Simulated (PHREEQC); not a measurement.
Copper plating or etch bath: an equilibrium model

Consider water at 25 °C with 0.21 mol CuSO4, 0.011 mol HBF4 and 3.6e-05 mol KCl per kg of water. It is in equilibrium with CO2 at log p = -3.4 (atm). Otherwise closed; pH follows from the charge balance.

The numbers come from PHREEQC with the ion-association model, wateq4f.dat.

The pH comes out as 2.56 and the ionic strength is 0.407 mol/kgw. The activity of water is 0.994 and the total alkalinity is -44.0 meq/kg.

```json
[
 {"species": "CuSO4", "molality": "0.107", "activity": "0.117", "log γ": "0.041"},
 {"species": "Cu+2", "molality": "0.102", "activity": "0.0272", "log γ": "-0.576"},
 {"species": "SO4-2", "molality": "0.0948", "activity": "0.0211", "log γ": "-0.652"},
 {"species": "BF4-", "molality": "0.00877", "activity": "0.00536", "log γ": "-0.213"},
 {"species": "HSO4-", "molality": "0.00841", "activity": "0.00572", "log γ": "-0.167"},
 {"species": "HF", "molality": "0.00377", "activity": "0.00414", "log γ": "0.041"},
 {"species": "H+", "molality": "0.00361", "activity": "0.00278", "log γ": "-0.113"},
 {"species": "F-", "molality": "0.00153", "activity": "0.000992", "log γ": "-0.188"},
 {"species": "H3BO3", "molality": "0.00120", "activity": "0.00132", "log γ": "0.041"},
 {"species": "BF3OH-", "molality": "0.000775", "activity": "0.000474", "log γ": "-0.213"},
 {"species": "CuF+", "molality": "0.000672", "activity": "0.000491", "log γ": "-0.136"},
 {"species": "BF2(OH)2-", "molality": "0.000254", "activity": "0.000156", "log γ": "-0.213"},
 {"species": "H2F2", "molality": "4.07e-5", "activity": "4.47e-5", "log γ": "0.041"},
 {"species": "Cl-", "molality": "3.36e-5", "activity": "2.21e-5", "log γ": "-0.182"}
]
```

No solid was allowed to form. Species that the database lacks are ignored. Real BF4- forms and hydrolyses slowly; the run takes it at equilibrium.
